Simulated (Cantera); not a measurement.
Charge: 1 mol Al, 1.1 mol H₂O, 89 mol H₂, held at 26.0 Pa.

Method: chemical equilibrium by Gibbs-energy minimisation in Cantera with the NASA 1993 tables (ideal gas, pure condensed phases). Candidate condensed phases: Al, Al₂O₃, H₂O; 19 gas species. The tables' values for AlOH are old estimates; treat these amounts as uncertain. Equilibrium is a limit: real reactors are often held back by kinetics, nucleation or transport.

### Question
At 1923 K, list the 4 most abundant gas species with their mole fractions, and the condensed phases.

### Answer
H₂ 0.940, H 0.0566, Al 0.00263, H₂O 0.000408. Condensed: Al₂O₃(s).
